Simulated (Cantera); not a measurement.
What does this Cantera script print?

```python
import numpy as np
import cantera as ct

gas = ct.Solution("gri30.yaml")
gas.TPX = 1100, 43000, {'C3H8': 1, 'O2': 3.85, 'N2': 42.3}
reactor = ct.IdealGasConstPressureReactor(gas, energy="on", clone=False)
net = ct.ReactorNet([reactor])
net.rtol, net.atol = 1e-08, 1e-16
show = ['C3H8', 'O2', 'H', 'H2O', 'CH3', 'CH2O', 'CH2']
times = np.geomspace(4e-06, 2, 11)

steps = ct.SolutionArray(gas, extra=["t"])
rows = []
print(f"{'t/s':>10s}{'T/K':>9s}{'P/Pa':>11s}" + "".join(f"{s:>11s}" for s in show))
for t in times:
    while net.time < t:
        t_next = net.step()
        steps.append(gas.state, t=t_next)
    rows.append([np.interp(t, steps.t, y) for y in (steps.T, steps.P, *steps(*show).X.T)])
    print(f"{t:10.3e}{rows[-1][0]:9.1f}{rows[-1][1]:11.4g}" + "".join(f"{x:11.3e}" for x in rows[-1][2:]))
rate = np.gradient(steps.T, steps.t)
print("integrator steps:", len(steps.t))
if steps.T.max() > steps.T[0] + 200:
    print(f"time of steepest temperature rise: {steps.t[rate.argmax()]:.4e} s")
gas.TPX = 1100, 43000, {'C3H8': 1, 'O2': 3.85, 'N2': 42.3}
gas.equilibrate("HP")
print(f"equilibrium (HP): T = {gas.T:.1f} K  " + "  ".join(f"{s} {gas[s].X[0]:.3e}" for s in show))
```

Output:

```
       t/s      T/K       P/Pa       C3H8         O2          H        H2O        CH3       CH2O        CH2
 4.000e-06   1100.0    4.3e+04  2.121e-02  8.165e-02  3.441e-10  1.288e-11  1.785e-08  3.123e-12  1.266e-17
 1.486e-05   1100.0    4.3e+04  2.121e-02  8.165e-02  1.610e-09  6.521e-10  6.999e-08  4.698e-11  5.236e-16
 5.519e-05   1100.0    4.3e+04  2.121e-02  8.165e-02  2.774e-09  8.617e-09  2.911e-07  8.243e-10  5.336e-15
 2.050e-04   1100.0    4.3e+04  2.121e-02  8.165e-02  3.144e-09  6.135e-08  1.156e-06  1.922e-08  4.649e-14
 7.615e-04   1100.0    4.3e+04  2.120e-02  8.165e-02  6.762e-09  8.790e-07  4.673e-06  6.034e-07  9.822e-13
 2.828e-03   1099.9    4.3e+04  2.116e-02  8.164e-02  1.304e-08  1.339e-05  1.373e-05  1.033e-05  7.487e-12
 1.051e-02   1099.8    4.3e+04  2.098e-02  8.157e-02  1.366e-08  6.779e-05  1.445e-05  5.022e-05  8.308e-12
 3.902e-02   1099.8    4.3e+04  2.026e-02  8.129e-02  1.903e-08  3.120e-04  1.494e-05  2.051e-04  1.108e-11
 1.450e-01   1106.7    4.3e+04  1.525e-02  7.847e-02  1.496e-07  2.822e-03  2.494e-05  1.117e-03  1.168e-10
 5.384e-01   1897.0    4.3e+04  4.360e-41  6.712e-07  1.536e-04  6.515e-02  5.901e-15  8.615e-11  7.040e-17
 2.000e+00   1897.1    4.3e+04  4.428e-41  6.424e-07  1.503e-04  6.515e-02  5.955e-15  8.616e-11  6.959e-17
integrator steps: 2533
time of steepest temperature rise: 1.6890e-01 s
equilibrium (HP): T = 1897.2 K  C3H8 5.400e-41  O2 6.433e-07  H 1.503e-04  H2O 6.516e-02  CH3 6.622e-15  CH2O 8.611e-11  CH2 7.596e-17
```

Model: GRI-Mech 3.0 (53 species, 325 reactions), integrated in Cantera. GRI-Mech 3.0 was tuned for natural gas; its chemistry of propane as a main component is partial and can be far from experiment.
